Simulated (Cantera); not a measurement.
Input: 1 mol Fe₃O₄, 0.95 mol C, 5.7 mol H₂, at 0.130 bar.

These are equilibrium values from Cantera (NASA tables, ideal gas, pure condensed phases), not measurements of a reactor. Candidate condensed phases: C, C₆H₆, C₇H₈, C₈H₁₈, Fe, Fe(CO)₅, FeO, Fe(OH)₂, Fe(OH)₃, Fe₂O₃, Fe₃O₄, H₂O; 114 gas species. Each liquid is taken as pure. Mutual solubility and eutectic melting of coexisting phases are not modelled. The tables' stoichiometric FeO is somewhat more stable than real wüstite, so its field is too wide. FeO: taken at fixed stoichiometry. Rates play no part.

x: gas mole fraction; n: condensed amount in mol.

```json
[
 {"T (K)": "1875", "x H₂": "0.586", "x H₂O": "0.269", "x Fe": "0.000624", "x CO": "0.128", "x H": "0.00139", "x CO₂": "0.0144", "n Fe(l)": "1.84", "n FeO(l)": "1.16"},
 {"T (K)": "1925", "x H₂": "0.583", "x H₂O": "0.271", "x Fe": "0.00117", "x CO": "0.129", "x H": "0.00203", "x CO₂": "0.0139", "n Fe(l)": "1.84", "n FeO(l)": "1.15"},
 {"T (K)": "1975", "x H₂": "0.581", "x H₂O": "0.272", "x Fe": "0.00211", "x CO": "0.129", "x H": "0.00289", "x CO₂": "0.0134", "n Fe(l)": "1.84", "n FeO(l)": "1.15"},
 {"T (K)": "2025", "x H₂": "0.578", "x H₂O": "0.272", "x Fe": "0.00370", "x CO": "0.129", "x H": "0.00406", "x CO₂": "0.0130", "n Fe(l)": "1.83", "n FeO(l)": "1.14"},
 {"T (K)": "2075", "x H₂": "0.574", "x H₂O": "0.272", "x Fe": "0.00630", "x CO": "0.129", "x H": "0.00560", "x CO₂": "0.0126", "n Fe(l)": "1.82", "n FeO(l)": "1.13"},
 {"T (K)": "2125", "x H₂": "0.569", "x H₂O": "0.271", "x Fe": "0.0105", "x CO": "0.129", "x H": "0.00760", "x CO₂": "0.0122", "n Fe(l)": "1.80", "n FeO(l)": "1.13"},
 {"T (K)": "2175", "x H₂": "0.562", "x H₂O": "0.270", "x Fe": "0.0169", "x CO": "0.128", "x H": "0.0102", "x CO₂": "0.0118", "n Fe(l)": "1.76", "n FeO(l)": "1.13"},
 {"T (K)": "2225", "x H₂": "0.554", "x H₂O": "0.267", "x Fe": "0.0268", "x CO": "0.127", "x H": "0.0134", "x CO₂": "0.0114", "n Fe(l)": "1.69", "n FeO(l)": "1.12"},
 {"T (K)": "2275", "x H₂": "0.541", "x H₂O": "0.262", "x Fe": "0.0414", "x CO": "0.125", "x H": "0.0173", "x CO₂": "0.0109", "n Fe(l)": "1.58", "n FeO(l)": "1.12"},
 {"T (K)": "2325", "x H₂": "0.525", "x H₂O": "0.255", "x Fe": "(withheld)", "x CO": "0.122", "x H": "(withheld)", "x CO₂": "0.0104", "n Fe(l)": "(withheld)", "n FeO(l)": "1.11"},
 {"T (K)": "2375", "x H₂": "0.502", "x H₂O": "0.245", "x Fe": "0.0936", "x CO": "0.117", "x H": "0.0277", "x CO₂": "0.00980", "n Fe(l)": "1.18", "n FeO(l)": "1.11"},
 {"T (K)": "2425", "x H₂": "0.471", "x H₂O": "0.231", "x Fe": "(withheld)", "x CO": "0.111", "x H": "(withheld)", "x CO₂": "0.00908", "n Fe(l)": "(withheld)", "n FeO(l)": "1.10"},
 {"T (K)": "2475", "x H₂": "0.430", "x H₂O": "0.211", "x Fe": "0.197", "x CO": "0.103", "x H": "0.0409", "x CO₂": "0.00821", "n Fe(l)": "0.182", "n FeO(l)": "1.08"},
 {"T (K)": "2525", "x H₂": "0.377", "x H₂O": "0.222", "x Fe": "0.233", "x CO": "0.0956", "x H": "0.0478", "x CO₂": "0.00899", "n Fe(l)": "0", "n FeO(l)": "0.809"}
]
```

Task: What belongs in the gaps?

Result: 
- 2325, x Fe: 0.0629
- 2325, x H: 0.0221
- 2325, n Fe(l): 1.42
- 2425, x Fe: 0.137
- 2425, x H: 0.0341
- 2425, n Fe(l): 0.792
